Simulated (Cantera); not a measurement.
# Gas activation for diamond growth

A perfectly stirred reactor is fed with CH₄ : H₂ : CO₂ : H₂O = 0.0099 : 1 : 0.0071 : 0.0062 (molar parts), at 13300 Pa; it is held at 2725 K, and followed from long to short residence time.

Cantera simulation using GRI-Mech 3.0 (53 species, 325 reactions); the numbers are that mechanism's predictions, not measurements.

```csv
τ (s),x CH₄,x H₂,x CO₂,x C₂H₆,x CO,x CH₂CO
16,2.44e-8,0.826,7.62e-6,<1e-12,0.0150,1.80e-12
6.7,5.83e-8,0.826,7.62e-6,<1e-12,0.0150,4.36e-12
2.8,1.40e-7,0.826,7.64e-6,<1e-12,0.0150,1.08e-11
1.2,3.30e-7,0.826,7.66e-6,<1e-12,0.0150,2.76e-11
0.48,8.45e-7,0.828,7.74e-6,<1e-12,0.0150,8.48e-11
0.20,2.14e-6,0.831,7.92e-6,<1e-12,0.0150,2.96e-10
0.084,5.73e-6,0.838,8.41e-6,1.51e-12,0.0151,1.28e-9
0.035,1.71e-5,0.852,9.86e-6,1.25e-11,0.0150,6.69e-9
0.015,5.35e-5,0.874,1.43e-5,1.07e-10,0.0146,3.27e-8
0.0061,0.000173,0.900,2.83e-5,9.10e-10,0.0131,1.33e-7
```
x: mole fraction; the columns are a selection and need not sum to one.
